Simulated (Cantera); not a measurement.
A closed system holds: 1 mol Si, 0.22 mol H2O, 120 mol H2, 0.091 mol N2O, held at 0.133 bar.

Method: chemical equilibrium by Gibbs-energy minimisation in Cantera with the NASA 1993 tables (ideal gas, pure condensed phases). Candidate condensed phases: H2O, Si, SiO2, Si2N2O, Si3N4; 35 gas species. Gases not in the tables: Si2H6 and higher silanes. Equilibrium is a limit: real reactors are often held back by kinetics, nucleation or transport.

**Question.** At 2123 K, list the 5 most abundant gas species with their mole fractions, and the condensed phases.

**Answer.** H2 0.985, H 0.00975, SiO 0.00256, Si 0.00128, N2 0.000747. Condensed: Si(l).
